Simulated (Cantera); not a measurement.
Cantera with NASA thermochemical tables; ideal gases at 1 bar, condensed phases pure. Values are per mole of reaction as written; species without (g) are pure solids or liquids, kept so even where they would boil at 1 bar.

2 BCl₃(g) + 2 N(g) + 3 H₂(g) = 2 BN + 6 HCl(g)

```tsv
T (K)	ΔH° (kJ)	ΔS° (J/K)	ΔG° (kJ)	log10 K
300	-1195.2	-128.3	-1156.7	201.40
923	(withheld)	(withheld)	(withheld)	(withheld)
973	(withheld)	(withheld)	(withheld)	(withheld)
1023	-1215.6	-166.3	-1045.5	53.38
1073	(withheld)	(withheld)	(withheld)	(withheld)
1123	-1216.7	-167.3	-1028.8	47.85
1173	-1217.1	-167.6	-1020.5	45.44
1223	(withheld)	(withheld)	(withheld)	(withheld)
1273	-1217.8	-168.2	-1003.7	41.18
1323	-1218.0	-168.4	-995.2	39.29
1373	-1218.2	-168.5	-986.8	37.54
```

Question: What belongs in the gaps?

Answer: 
- 923, ΔH° (kJ): -1214.1
- 923, ΔS° (J/K): -164.8
- 923, ΔG° (kJ): -1062.1
- 923, log10 K: 60.10
- 973, ΔH° (kJ): -1214.9
- 973, ΔS° (J/K): -165.6
- 973, ΔG° (kJ): -1053.8
- 973, log10 K: 56.57
- 1073, ΔH° (kJ): -1216.2
- 1073, ΔS° (J/K): -166.8
- 1073, ΔG° (kJ): -1037.2
- 1073, log10 K: 50.49
- 1223, ΔH° (kJ): -1217.5
- 1223, ΔS° (J/K): -167.9
- 1223, ΔG° (kJ): -1012.1
- 1223, log10 K: 43.22
